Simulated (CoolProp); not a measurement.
Sulfur dioxide along the isotherm 9.05 °C: density (kg/m³) from the reference equation and from simpler models built on Tc = 157.5 °C, pc = 7.887 MPa, ω = 0.256; each cubic takes its own stable root.

The numbers come from the reference Helmholtz-energy equation of state, Gao 2016 in CoolProp.

```csv
p (MPa),phase,reference
0.0374,gas,1.029
0.0631,gas,1.745
0.107,gas,2.988
0.18,gas,5.108
0.303,liquid,1411
0.512,liquid,1411
0.864,liquid,1412
1.46,liquid,1413
2.46,liquid,1415
4.15,liquid,1418
7.01,liquid,1423
11.8,liquid,1431
```

Question: How far does each simpler model (Redlich-Kwong, Soave-Redlich-Kwong, Peng-Robinson) lie from the reference over these 12 states: mean and median of the absolute difference, and the worst?

Answer: 
- Redlich-Kwong: mean 16.2 %, median 13.1 %, worst -99.4 % at 9.05 °C and 0.303 MPa
- Soave-Redlich-Kwong: mean 7.0 %, median 10.2 %, worst -10.3 % at 9.05 °C and 0.303 MPa
- Peng-Robinson: mean 1.1 %, median 1.4 %, worst +1.5 % at 9.05 °C and 11.8 MPa

At some of these states Redlich-Kwong gives the other phase, because its saturation line lies elsewhere.
